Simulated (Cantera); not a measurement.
Charge: 1 mol SiC, 0.38 mol O₂, 400 mol N₂, equilibrated at 7000 Pa.

Cantera equilibrium calculation (NASA polynomials, part measured and part estimated; ideal gas, pure solids and liquids). Candidate condensed phases: C, Si, SiC, SiO₂, Si₂N₂O, Si₃N₄; 34 gas species. Mutual solubility and eutectic melting of coexisting phases are not modelled. The numbers say what is thermodynamically allowed, not how fast it happens. All values below are at 1525 K.

Base state: N₂ 0.999, CO 0.00126 (mole fractions); condensed: SiC(s) + Si₂N₂O(s).

**Question.** What changes in the equilibrium state with this change: O₂ from 0.38 to 0.0014 mol?

**Answer.** 
| species | before | after |
|---|---|---|
| N₂ | 0.999 | 1.000 |
| CO | 0.00126 | 6.97e-6 |
| SiC(s), mol | 0.494 | 0.997 |
| Si₂N₂O(s), mol | 0.253 | 0 |
| Si₃N₄(s), mol | 0 | 0.000927 |
